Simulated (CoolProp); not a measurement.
Model: reference Helmholtz-energy equation of state, Aleksandrov 2011, in CoolProp. It is a short technical equation, of lower accuracy than the large ones.

Problem. For n-undecane, give the phase and the Z, cv (kJ/(kg K)), speed of sound (m/s), isothermal compressibility (1/MPa) at 620 K and 0.498 MPa; 620 K and 3.48 MPa.

Solution. 
- 620 K and 0.498 MPa: gas; Z 0.883, cv 2.89, speed of sound 162, isothermal compressibility 2.30
- 620 K and 3.48 MPa: liquid; Z 0.240, cv 2.97, speed of sound 282, isothermal compressibility 0.0343
